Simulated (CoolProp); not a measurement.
Vapour-liquid equilibrium of cyclohexane (1) + o-xylene (2) at 194.05 °C; x and y are mole fractions of (1).

Computed with CoolProp (multi-fluid Helmholtz-energy mixture model, Zhou 2014 and Zhou 2012; pair parameters Bell 2016).

```json
[
 {"x": "0.05", "bubble pressure, mixture model (kPa)": "…", "bubble pressure, Raoult's law (kPa)": "366.6", "y, mixture model": "…", "y, Raoult's law": "0.167"},
 {"x": "0.2", "bubble pressure, mixture model (kPa)": "…", "bubble pressure, Raoult's law (kPa)": "501.9", "y, mixture model": "…", "y, Raoult's law": "0.487"},
 {"x": "0.35", "bubble pressure, mixture model (kPa)": "675.1", "bubble pressure, Raoult's law (kPa)": "637.1", "y, mixture model": "0.645", "y, Raoult's law": "0.672"},
 {"x": "0.5", "bubble pressure, mixture model (kPa)": "…", "bubble pressure, Raoult's law (kPa)": "772.3", "y, mixture model": "0.753", "y, Raoult's law": "0.792"},
 {"x": "0.65", "bubble pressure, mixture model (kPa)": "…", "bubble pressure, Raoult's law (kPa)": "907.6", "y, mixture model": "0.836", "y, Raoult's law": "0.876"},
 {"x": "0.8", "bubble pressure, mixture model (kPa)": "1054", "bubble pressure, Raoult's law (kPa)": "1043", "y, mixture model": "…", "y, Raoult's law": "0.938"},
 {"x": "0.95", "bubble pressure, mixture model (kPa)": "1180", "bubble pressure, Raoult's law (kPa)": "1178", "y, mixture model": "…", "y, Raoult's law": "0.986"}
]
```

### Question
Some entries are withheld; supply them.

### Answer

- 0.05, bubble pressure, mixture model (kPa): 376.3
- 0.05, y, mixture model: 0.173
- 0.2, bubble pressure, mixture model (kPa): 532.2
- 0.2, y, mixture model: 0.479
- 0.5, bubble pressure, mixture model (kPa): 806.9
- 0.65, bubble pressure, mixture model (kPa): 931.7
- 0.8, y, mixture model: 0.908
- 0.95, y, mixture model: 0.977

The largest gap from Raoult's law is +6.0 % in bubble pressure, at x = 0.2. No azeotrope shows between x = 0.05 and 0.95.

Pair parameters are fitted to limited data, so mixtures are less certain than the pure fluids.
